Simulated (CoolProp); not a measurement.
A closed Brayton cycle with nitrogen: compressor inlet 306.15 K and 2.2 MPa, high pressure 7.15 MPa, turbine inlet 745 K, compressor efficiency 0.8, turbine efficiency 0.9, recuperator effectiveness 0.8 (on enthalpy, no pinch check). Each further row changes one setting.

The numbers come from the reference Helmholtz-energy equation of state, Span 2000 in CoolProp.

```tsv
case	thermal efficiency (%)	net work (kJ/kg)	compressor to turbine work	compressor exit (K)	turbine exit (K)
as stated	[?]	43.0	0.79	460.0	559.9
turbine inlet 695 K	[?]	[?]	0.85	460.0	520.8
compressor inlet 316.15 K	16.7	[?]	0.82	474.8	559.9
high pressure 6.08 MPa	20.7	[?]	0.75	[?]	[?]
recuperator effectiveness 0.5	16.5	43.0	0.79	460.0	559.9
```

Question: Some entries are withheld; supply them.

Answer: 
- as stated, thermal efficiency (%): 18.8
- turbine inlet 695 K, thermal efficiency (%): 14.1
- turbine inlet 695 K, net work (kJ/kg): 29.0
- compressor inlet 316.15 K, net work (kJ/kg): 37.5
- high pressure 6.08 MPa, net work (kJ/kg): 44.3
- high pressure 6.08 MPa, compressor exit (K): 435.7
- high pressure 6.08 MPa, turbine exit (K): 582.3
